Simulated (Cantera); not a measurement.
Feed: 1 mol SiC, 2.5 mol H2O, 580 mol N2, held at 653 Torr.

Cantera equilibrium calculation (NASA polynomials, part measured and part estimated; ideal gas, pure solids and liquids). Candidate condensed phases: C, C6H6, C7H8, C8H18, H2O, Si, SiC, SiO2, Si2N2O, Si3N4; 151 gas species. N2 is the only nitrogen source here; it is nearly inert below about 1500 K, so the nitride shown seldom forms there in practice. Mutual solubility and eutectic melting of coexisting phases are not modelled. The tables hold silica as quartz up to 1696 K and as liquid above; real silica turns to tridymite and cristobalite and melts near 1996 K. Rates play no part.

log p: log10 of the partial pressure in bar; n: condensed amount in mol.

```tsv
T (K)	log p N2	log p H2	log p CO	log p SiO	log p H2O	n SiO2(β-quartz)	n Si2N2O(s)	n SiO2(condensed)
1473	-0.06	-2.43	-2.83	-5.95	-5.59	0.665	0.167	0
1523	-0.06	-2.43	-2.83	-5.37	-5.54	0.664	0.166	0
1573	-0.06	-2.43	-2.83	-4.82	-5.50	0.662	0.164	0
1623	-0.06	-2.43	-2.83	-4.31	-5.46	0.654	0.157	0
1673	-0.06	-2.43	-2.83	-3.83	-5.42	0.632	0.135	0
1723	-0.06	-2.43	-2.83	-3.38	-5.39	0	0.0749	0.572
1773	-0.06	-2.43	-2.83	-3.12	?	0	0	0.495
1823	-0.06	-2.43	-2.83	-3.12	?	0	0	0.488
1873	-0.06	-2.44	-2.83	-3.10	?	0	0	0.471
```

Problem. Fill in the missing entries.

Solution. 
- 1773, log p H2O: -5.20
- 1823, log p H2O: -4.78
- 1873, log p H2O: -4.40
